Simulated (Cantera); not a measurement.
A Cantera script and what it prints.

```python
import numpy as np
import cantera as ct

gas_names = """
    CL CL2 H HCL H2 N NH NH2 NH3 N2 N2H2 N2H4 Si SiCL SiCL2 SiCL3 SiCL4 SiH SiHCL3 SiH2 SiH2CL2 SiH3
    SiH3CL SiH4 SiN Si2 Si2N Si3
""".split()
cond_names = """
    NH4CL(a) NH4CL(b) Si(cr) Si(L) Si3N4(a)
""".split()


# ... load() reads the species with a 1 bar reference pressure and builds the phases ...
atoms = {
    'SiH2Cl2': {'Si': 1, 'H': 2, 'CL': 2},
    'NH3': {'N': 1, 'H': 3},
}
top_T = {'Si3N4(a)': 2400}  # K; cautious upper limits of use, not melting points


# ... equilibrate(T, P, feed) seeds the gas with the atoms and calls Mixture.equilibrate('TP', solver="vcs", rtol=1e-11, max_steps=5000) ...
results = []
feed = {'SiH2Cl2': 1, 'NH3': 0.78}  # mol
T = 1998.15  # K
P = 1333.22  # Pa
mix = equilibrate(T, P, feed)
results.append((T, P, feed, dict(zip(mix.species_names, mix.species_moles))))
print(gas.report(threshold=0.0001))
for i in range(1, mix.n_phases):
    print(f"{mix.phase(i).name:16s} {mix.phase_moles(i):12.5e} mol")
```

Result:

```
       temperature   1998.2 K
          pressure   1333.2 Pa
           density   0.0023392 kg/m^3
  mean mol. weight   29.15 kg/kmol
   phase of matter   gas

                          1 kg             1 kmol
                     ---------------   ---------------
          enthalpy        6.1226e+05        1.7847e+07  J
   internal energy             42326        1.2338e+06  J
           entropy            9920.9        2.8919e+05  J/K
    Gibbs function       -1.9211e+07          -5.6e+08  J
 heat capacity c_p            1329.1             38744  J/K
 heat capacity c_v            1043.9             30429  J/K

                      mass frac. Y      mole frac. X     chem. pot. / RT
                     ---------------   ---------------   ---------------
                CL         0.0034208         0.0028128           -25.589
                 H         0.0003407         0.0098524           -12.242
               HCL           0.24056           0.19234           -37.831
                H2          0.034711           0.50189           -24.485
                N2           0.10414           0.10836           -33.477
                Si         0.0030788         0.0031956           -5.8809
              SiCL         0.0065487         0.0030045           -31.469
             SiCL2            0.6007            0.1769           -57.058
             SiCL3          0.005915         0.0012826           -82.646
               SiH        0.00017775         0.0001781           -18.123
     [  +18 minor]        0.00040607        0.00019043

Si(L)             3.34973e-01 mol
Si3N4(a)          0.00000e+00 mol
```

Method: chemical equilibrium by Gibbs-energy minimisation in Cantera with the NASA 1993 tables (ideal gas, pure condensed phases). The tables' values for SiCl, SiCl3, SiN are old estimates; treat these amounts as uncertain. Gases not in the tables: Si2H6 and higher silanes.
